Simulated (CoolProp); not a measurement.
Vapour-liquid equilibrium of R125 (1) + fluoroethane (R161) (2) at 0.00745 MPa; x and y are mole fractions of (1).

Values from CoolProp's multi-fluid Helmholtz-energy mixture model, Lemmon 2005 and Wu 2012; pair parameters Bell 2016.

```tsv
x	bubble temperature (K)	y at the bubble point	dew temperature at overall composition x (K)	liquid density (mol/L)
0.05	190.7	0.076	190.8	17.99
0.15	…	0.237	…	17.47
0.25	188.7	0.390	189.7	…
0.35	187.6	0.523	189.0	…
0.45	186.6	0.630	188.2	16.03
0.55	185.7	0.716	187.4	15.59
0.65	185.0	0.785	186.4	15.16
0.75	184.4	0.845	185.3	14.75
0.85	183.9	0.901	184.4	14.35
0.95	183.6	0.963	183.6	13.97
```

Problem. Some entries are withheld; supply them.

Solution. 
- 0.15, bubble temperature (K): 189.8
- 0.15, dew temperature at overall composition x (K): 190.3
- 0.25, liquid density (mol/L): 16.97
- 0.35, liquid density (mol/L): 16.49

No azeotrope shows between x = 0.05 and 0.95.

The pair parameters rest on a limited set of measurements; away from them the model extrapolates. The gap from Raoult's law changes sign with composition, which may be real or a fault of the pair parameters; it wasn't checked against measurements.
